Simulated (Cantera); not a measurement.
A closed system holds: 1 mol Si, 2.1 mol Cl2, 73 mol H2, at 823.15 K and 1.00 Torr.

Method: chemical equilibrium by Gibbs-energy minimisation in Cantera with the NASA 1993 tables (ideal gas, pure condensed phases). Candidate condensed phases: Si; 19 gas species. The tables' values for SiCl3 are old estimates; treat these amounts as uncertain. Equilibrium is a limit: real reactors are often held back by kinetics, nucleation or transport.

Base state: H2 0.981, SiCl4 0.0109, HCl 0.00578, SiHCl3 0.00224, SiCl3 6.77e-5, SiH2Cl2 3.87e-5, SiCl2 3.75e-5 (mole fractions); condensed: Si(s).

Q: What changes in the equilibrium state with this change: temperature from 823.15 K to 1000 K?

A: 
| species | before | after |
|---|---|---|
| H2 | 0.981 | 0.963 |
| HCl | 0.00578 | 0.0291 |
| SiCl4 | 0.0109 | 0.00479 |
| SiCl2 | 3.75e-5 | 0.00149 |
| SiCl3 | 6.77e-5 | 0.000543 |
| SiHCl3 | 0.00224 | 0.00112 |
| SiH2Cl2 | 3.87e-5 | 2.82e-5 |
| Si(s), mol | 0.0115 | 0.405 |
